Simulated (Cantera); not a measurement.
Charge: 1 mol SiF4, 1.1 mol CH4, 560 mol H2, 0.0052 mol C2H2, equilibrated at 210 Torr.

Cantera equilibrium calculation (NASA polynomials, part measured and part estimated; ideal gas, pure solids and liquids). Candidate condensed phases: C, C6H6, C7H8, C8H18, Si, SiC; 113 gas species. The tables' values for SiF3 are old estimates; treat these amounts as uncertain. Equilibrium is a limit: real reactors are often held back by kinetics, nucleation or transport.

Question: At 1248 K, list the 4 most abundant gas species with their mole fractions, and the condensed phases.

Answer: H2 0.996, CH4 0.00190, SiF4 0.00150, HF 0.000512. Condensed: SiC(s).
